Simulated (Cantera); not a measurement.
A closed system holds: 1 mol borazine, 2.6 mol O2, 0.72 mol H2, at 14000 Pa.

Method: chemical equilibrium by Gibbs-energy minimisation in Cantera with the NASA 1993 tables (ideal gas, pure condensed phases). Candidate condensed phases: B, BN, B2O3, B3O3H3, H2O; 39 gas species. The feed counts by its element totals alone. Gases not in the tables: H3BO3. Rates play no part.

Question: At 875 °C, list the 5 most abundant gas species with their mole fractions, and the condensed phases.

Answer: H2 0.579, N2 0.287, H2O 0.134, HBO2 0.000374, (HBO2)3 0.000261. Condensed: B2O3(l).
